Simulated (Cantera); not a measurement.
Charge: 1 mol CH3OH, 0.013 mol O2, a varied amount of H2, at 725 °C and 0.133 bar.

Method: chemical equilibrium by Gibbs-energy minimisation in Cantera with the NASA 1993 tables (ideal gas, pure condensed phases). Candidate condensed phases: C, C6H6, C7H8, C8H18, H2O; 110 gas species. The numbers say what is thermodynamically allowed, not how fast it happens.

Q: At 1.7 mol H2, list the 4 most abundant gas species with their mole fractions, and the condensed phases.

A: H2 0.775, CO 0.205, H2O 0.00929, CH4 0.00724. Condensed: gas only.
